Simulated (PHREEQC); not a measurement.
A solution holds 0.00098 mol/kgw H3PO4, 0.00013 mol/kgw K2HPO4 and 0.0011 mol/kgw NiSO4, at 25 °C. It is in equilibrium with CO2 at log p = -3.4 (atm). Otherwise closed; pH follows from the charge balance.

All values are PHREEQC results (ion-association model, wateq4f.dat), not measurements.

Precipitation was switched off in this run.

**Question.** Order these S species by the share of S that they hold, largest first: HSO4-, NiSO4, KSO4-, SO4-2.

**Answer.** SO4-2 (86 %), NiSO4 (9.2 %), HSO4- (4.4 %), KSO4- (0.12 %)

The pH is 3.18 and the ionic strength 0.00491 mol/kgw. Complexes and solids missing from the database can't appear. H3PO4, which wateq4f.dat lacks, is added to it with the constant of phreeqc.dat. The database has no phosphate complexes of Ni.
